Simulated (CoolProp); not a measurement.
Fluorine at several states: Z from the reference equation and from simpler models built on Tc = 144.4 K, pc = 5.240 MPa, ω = 0.045; each cubic takes its own stable root.

Model: reference Helmholtz-energy equation of state, de Reuck 1990, in CoolProp.

```
T (K)  p (MPa)          phase  reference
-----  -------  -------------  ---------
262.5       20  supercritical     0.9297
216.6    0.239            gas     0.9961
175.6   0.0274            gas     0.9991
146.7    0.851            gas     0.9471
```

### Question
How far does each simpler model (van der Waals, Redlich-Kwong, Soave-Redlich-Kwong, Peng-Robinson) lie from the reference over these 4 states: mean and median of the absolute difference, and the worst?

### Answer
- van der Waals: mean 1.7 %, median 0.3 %, worst -6.2 % at 262.5 K and 20 MPa
- Redlich-Kwong: mean 0.5 %, median 0.1 %, worst -1.7 % at 262.5 K and 20 MPa
- Soave-Redlich-Kwong: mean 0.6 %, median 0.1 %, worst +2.4 % at 262.5 K and 20 MPa
- Peng-Robinson: mean 0.9 %, median 0.5 %, worst -2.5 % at 262.5 K and 20 MPa
